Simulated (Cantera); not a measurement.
A closed system holds: 1 mol V, 43 mol N2, 220 mol H2, at 1427 °C and 0.000420 bar.

Equilibrium computed with Cantera from the NASA thermochemical tables; the gas is ideal and each condensed phase is pure. Candidate condensed phases: V, VN; 11 gas species. VN: taken at fixed stoichiometry. Condensed phases not in the tables: V2N. Rates play no part.

Base state: H2 0.832, N2 0.161, H 0.00656, V 1.52e-5 (mole fractions); condensed: VN(s).

Question: What changes in the equilibrium state with this change: temperature from 1427 °C to 1000 °C?

Answer: 
```csv
species,before,after
H2,0.832,0.838
N2,0.161,0.162
H,0.00656,3.19e-5
V,1.52e-5,<1e-9
"VN(s), mol",0.996,1.00
```
